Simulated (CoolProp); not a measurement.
Vapour-liquid equilibrium of trans-2-butene (1) + acetone (2) at 1110 kPa; x and y are mole fractions of (1).

Computed with CoolProp (multi-fluid Helmholtz-energy mixture model, Lemmon 2005 and Lemmon 2006; pair parameters Bell 2016).

```tsv
x	bubble temperature, mixture model (°C)	bubble temperature, Raoult's law (°C)	y, mixture model	y, Raoult's law
0.05	___	143.1	0.176	0.148
0.2	___	129.1	0.519	0.465
0.35	105.1	117.7	0.681	0.664
0.5	97.6	108.1	___	0.794
0.65	___	100.0	0.828	0.883
0.8	89.0	93.0	0.887	0.944
0.95	___	87.0	___	0.988
```

Question: Some entries are withheld; supply them.

Answer: 
- 0.05, bubble temperature, mixture model (°C): 139.4
- 0.2, bubble temperature, mixture model (°C): 117.9
- 0.5, y, mixture model: 0.767
- 0.65, bubble temperature, mixture model (°C): 92.7
- 0.95, bubble temperature, mixture model (°C): 85.9
- 0.95, y, mixture model: 0.965

The largest gap from Raoult's law is -12.6 K in bubble temperature, at x = 0.35. No azeotrope shows between x = 0.05 and 0.95.

The pair parameters rest on a limited set of measurements; away from them the model extrapolates.
